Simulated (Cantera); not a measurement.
A perfectly stirred reactor is fed with 3.09 % CH₄, 96.5 % H₂, 0.425 % CO₂, at 10.00 Torr; it is held at 2525 K, and followed from long to short residence time.

Cantera simulation using GRI-Mech 3.0 (53 species, 325 reactions); the numbers are that mechanism's predictions, not measurements. GRI-Mech 3.0 stops at C3 and has no aromatics, soot or wall deposition, so with more carbon than oxygen in the feed, carbon stays in small species such as C2H2 where larger ones or solid carbon would form. Radical loss at walls, strong at low pressure, is not modelled.

Q: Predict: x(CH₄) at τ = 0.770 s; x(H₂) at τ = 0.770 s; x(CO₂) at τ = 0.770 s; x(OH) at τ = 0.770 s; x(CH₃) at τ = 0.770 s; x(CH₄) at τ = 41.0 ms; x(H₂) at τ = 41.0 ms; x(CO₂) at τ = 41.0 ms; x(OH) at τ = 41.0 ms; x(CH₃) at τ = 41.0 ms.

A: 
| Property | Result |
|---|---|
| x(CH₄) at τ = 0.770 s | 2.08e-5 |
| x(H₂) at τ = 0.770 s | 0.836 |
| x(CO₂) at τ = 0.770 s | 5.94e-7 |
| x(OH) at τ = 0.770 s | 6.09e-7 |
| x(CH₃) at τ = 0.770 s | 6.38e-5 |
| x(CH₄) at τ = 41.0 ms | 0.00109 |
| x(H₂) at τ = 41.0 ms | 0.932 |
| x(CO₂) at τ = 41.0 ms | 3.73e-5 |
| x(OH) at τ = 41.0 ms | 1.61e-5 |
| x(CH₃) at τ = 41.0 ms | 0.000948 |
